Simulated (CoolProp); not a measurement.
Vapour pressure (kPa) of propyne: the reference equation beside estimates from Tc = 402.7 K, pc = 5658 kPa, ω = 0.204.

Model: reference Helmholtz-energy equation of state, Polt 1992, in CoolProp. This equation is an older, rougher fit; its heat capacities, sound speeds and derivatives of the liquid may be far off and weren't checked against measurements.

```tsv
T (K)	reference	Lee-Kesler	van der Waals
305.2	710.6	721.0	1681
314.3	906.9	922.0	1933
323.4	1142	1161	2208
332.6	1425	1447	2509
341.7	1753	1776	2832
350.8	2136	2158	3180
359.9	2578	2597	3552
369	3086	3100	3951
378.1	3665	3674	4375
```

Absolute difference from the reference over all 9 rows, mean and median: Lee-Kesler 1.1 and 1.3 %, van der Waals 68.3 and 61.6 %.
